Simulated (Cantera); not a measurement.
Input: 1 mol AlN, 20 mol Cl2, 0.48 mol N2, held at 8.25 Torr.

These are equilibrium values from Cantera (NASA tables, ideal gas, pure condensed phases), not measurements of a reactor. Candidate condensed phases: Al, AlCl3, AlN; 11 gas species. The tables' values for AlCl2 are old estimates; treat these amounts as uncertain. Equilibrium is a limit: real reactors are often held back by kinetics, nucleation or transport.

log p: log10 of the partial pressure in bar; nothing condenses.

```tsv
T (K)	log p Cl	log p Cl2	log p AlCl3	log p N2	log p AlCl2	log p Al2Cl6
800	-6.03	-2.00	-3.27	-3.28	<-13	___
900	-5.13	-2.00	-3.27	-3.28	<-13	___
1000	-4.41	-2.00	-3.27	-3.28	-13.76	___
1100	-3.82	-2.01	-3.27	-3.28	-12.34	___
1200	-3.34	-2.02	-3.28	-3.29	-11.15	___
1300	-2.93	-2.05	-3.29	-3.30	-10.15	___
1400	-2.61	-2.12	-3.32	-3.33	-9.28	___
1500	-2.35	-2.24	-3.37	-3.38	-8.53	___
1600	-2.18	-2.44	-3.43	-3.43	-7.84	___
1700	-2.07	-2.72	-3.48	-3.49	-7.18	___
1800	-2.02	-3.04	-3.52	-3.52	-6.55	___
1900	-2.00	-3.39	-3.54	-3.54	-5.95	___
```

**Question.** What belongs in the gaps?

**Answer.** 
- 800, log p Al2Cl6: -6.02
- 900, log p Al2Cl6: -6.87
- 1000, log p Al2Cl6: -7.54
- 1100, log p Al2Cl6: -8.09
- 1200, log p Al2Cl6: -8.55
- 1300, log p Al2Cl6: -8.95
- 1400, log p Al2Cl6: -9.32
- 1500, log p Al2Cl6: -9.68
- 1600, log p Al2Cl6: -10.02
- 1700, log p Al2Cl6: -10.33
- 1800, log p Al2Cl6: -10.58
- 1900, log p Al2Cl6: -10.77
